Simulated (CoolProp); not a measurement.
R1336mzz(Z) along the isotherm 484.9 K: fugacity coefficient from the reference equation and from simpler models built on Tc = 444.5 K, pc = 2.904 MPa, ω = 0.386; each cubic takes its own stable root.

The numbers come from the reference Helmholtz-energy equation of state, McLinden 2020 in CoolProp.

```tsv
p (MPa)	phase	reference	van der Waals	Redlich-Kwong	Soave-Redlich-Kwong	Peng-Robinson
0.023	gas	0.9980	0.9981	0.9979	0.9980	0.9978
0.0387	gas	0.9966	0.9968	0.9965	0.9967	0.9962
0.0654	gas	0.9942	0.9946	0.9941	0.9945	0.9937
0.11	gas	0.9903	0.9909	0.9900	0.9907	0.9894
0.186	gas	0.9836	0.9847	0.9831	0.9843	0.9821
0.314	gas	0.9723	0.9741	0.9716	0.9735	0.9698
0.53	gas	0.9535	0.9564	0.9523	0.9555	0.9495
0.895	gas	0.9221	0.9266	0.9200	0.9254	0.9157
1.51	gas	0.8701	0.8766	0.8666	0.8758	0.8606
2.55	gas	0.7847	0.7918	0.7788	0.7947	0.7722
4.3	supercritical	0.6477	0.6408	0.6350	0.6654	0.6368
7.26	supercritical	0.4762	0.4819	0.4712	0.5096	0.4791
```
